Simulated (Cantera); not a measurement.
Charge: 1 mol Pb, 1.4 mol CO, 1.3 mol H2, at 1400 K and 20.0 Pa.

Equilibrium computed with Cantera from the NASA thermochemical tables; the gas is ideal and each condensed phase is pure. Candidate condensed phases: C, C6H6, C7H8, C8H18, H2O, Pb, PbO, PbO2, Pb3O4; 113 gas species. Equilibrium is a limit: real reactors are often held back by kinetics, nucleation or transport.

Base state: CO 0.378, H2 0.351, Pb 0.270, H 0.000204 (mole fractions); condensed: gas only.

### Question
What changes in the equilibrium state with this change: Pb replaced by Si?

### Answer
```csv
species,before,after
H2,0.351,0.555
CO,0.378,0.346
SiO,0,0.0987
Pb,0.270,0
H,0.000204,0.000256
"SiC(s), mol",0,0.590
"SiO2(β-quartz), mol",0,0.179
```
Mutual solubility and eutectic melting of coexisting phases are not modelled. The tables hold silica as quartz up to 1696 K and as liquid above; real silica turns to tridymite and cristobalite and melts near 1996 K. Further candidate phases: Si, SiC, SiO2.
